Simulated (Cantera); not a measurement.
**Thermodynamics of silicon etching in halogen gases, feed Si + HF + H2 + Cl2**

Charge: 1 mol Si, 1.2 mol HF, 0.11 mol H2, 3.7 mol Cl2, at 875 K and 133 Pa.

Method: chemical equilibrium by Gibbs-energy minimisation in Cantera with the NASA 1993 tables (ideal gas, pure condensed phases). Candidate condensed phases: Si; 37 gas species. Equilibrium is a limit: real reactors are often held back by kinetics, nucleation or transport.

```json
{
  "x(Cl2)": "0.396",
  "x(HCl)": "0.354",
  "x(SiCl4)": "0.175",
  "x(SiF4)": "0.0748",
  "x(Cl)": "0.000794",
  "x(HF)": "0.000103",
  "gas_amount": "4.012 mol",
  "log10 activity of Si(s) (absent)": "-29.73"
}
```
